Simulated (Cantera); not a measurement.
Input: 1 mol SiCl4, a varied amount of Cl2, 0.88 mol H2, at 975 K and 0.320 bar.

Method: chemical equilibrium by Gibbs-energy minimisation in Cantera with the NASA 1993 tables (ideal gas, pure condensed phases). Candidate condensed phases: Si; 19 gas species. The tables' values for SiCl3 are old estimates; treat these amounts as uncertain. Kinetics and transport are ignored.

x: gas mole fraction; nothing condenses.

```tsv
n(Cl2) (mol)	x HCl	x SiCl4	x Cl2	x H2	x SiHCl3	x Cl
0.5	0.421	0.419	1.85e-11	0.159	0.000903	[?]
0.71	0.549	0.386	7.61e-11	0.0654	0.000263	[?]
0.93	0.626	0.356	0.0178	3.65e-10	1.19e-12	[?]
1.1	0.591	0.336	0.0738	7.82e-11	<1e-12	[?]
1.4	0.537	0.305	0.158	3.00e-11	<1e-12	[?]
1.6	0.506	0.287	0.207	2.04e-11	<1e-12	[?]
1.8	0.478	0.272	0.250	1.51e-11	<1e-12	0.000234
2	0.454	0.258	0.288	1.18e-11	<1e-12	0.000251
2.2	0.431	0.245	0.323	9.51e-12	<1e-12	0.000266
2.4	0.411	0.234	0.355	7.87e-12	<1e-12	0.000279
```

What belongs in the gaps?


- 0.5, x Cl: 2.01e-9
- 0.71, x Cl: 4.08e-9
- 0.93, x Cl: 6.24e-5
- 1.1, x Cl: 0.000127
- 1.4, x Cl: 0.000186
- 1.6, x Cl: 0.000213
